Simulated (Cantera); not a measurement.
A closed system holds: 1 mol CaCl2, 1.6 mol N2, equilibrated at 100000 Pa.

Equilibrium computed with Cantera from the NASA thermochemical tables; the gas is ideal and each condensed phase is pure. Candidate condensed phases: Ca, CaCl2; 8 gas species. Rates play no part.

Problem. What share of the Ca ends up in condensed phases as a function of T (°C), at 1175, 1225, 1275, 1325, 1375, 1425, 1475, 1525, 1575, 1625, 1675, 1725, 1775, 1825?

Solution. 
```json
[
 {"T (°C)": "1175", "Ca condensed (%)": "99.9", "as": "CaCl2(l)"},
 {"T (°C)": "1225", "Ca condensed (%)": "99.8", "as": "CaCl2(l)"},
 {"T (°C)": "1275", "Ca condensed (%)": "99.5", "as": "CaCl2(l)"},
 {"T (°C)": "1325", "Ca condensed (%)": "99.1", "as": "CaCl2(l)"},
 {"T (°C)": "1375", "Ca condensed (%)": "98.3", "as": "CaCl2(l)"},
 {"T (°C)": "1425", "Ca condensed (%)": "97.1", "as": "CaCl2(l)"},
 {"T (°C)": "1475", "Ca condensed (%)": "95.0", "as": "CaCl2(l)"},
 {"T (°C)": "1525", "Ca condensed (%)": "91.8", "as": "CaCl2(l)"},
 {"T (°C)": "1575", "Ca condensed (%)": "86.7", "as": "CaCl2(l)"},
 {"T (°C)": "1625", "Ca condensed (%)": "78.7", "as": "CaCl2(l)"},
 {"T (°C)": "1675", "Ca condensed (%)": "65.9", "as": "CaCl2(l)"},
 {"T (°C)": "1725", "Ca condensed (%)": "44.8", "as": "CaCl2(l)"},
 {"T (°C)": "1775", "Ca condensed (%)": "7.4", "as": "CaCl2(l)"},
 {"T (°C)": "1825", "Ca condensed (%)": "0.0", "as": "-"}
]
```
